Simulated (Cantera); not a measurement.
A closed system holds: 1 mol CuO, 7.3 mol HF, 0.33 mol O2, equilibrated at 0.133 bar.

These are equilibrium values from Cantera (NASA tables, ideal gas, pure condensed phases), not measurements of a reactor. Candidate condensed phases: Cu, CuF2, CuO, Cu(OH)2, Cu2O, H2O; 27 gas species. Equilibrium is a limit: real reactors are often held back by kinetics, nucleation or transport.

Q: What share of the Cu ends up in condensed phases as a function of T (K), at 600, 700, 800, 900, 1000, 1100, 1200, 1300, 1400, 1500, 1600, 1700?

A: 
```tsv
T (K)	Cu condensed (%)	as
600	100.0	CuF2(s)
700	100.0	CuF2(s) + CuO(s)
800	100.0	CuF2(s) + CuO(s)
900	100.0	CuF2(s) + CuO(s)
1000	99.9	CuF2(s) + CuO(s)
1100	99.4	CuO(s)
1200	98.4	Cu2O(s)
1300	96.4	Cu2O(s)
1400	91.7	Cu2O(s)
1500	82.3	Cu2O(s)
1600	68.2	Cu2O(l)
1700	47.7	Cu2O(l)
```
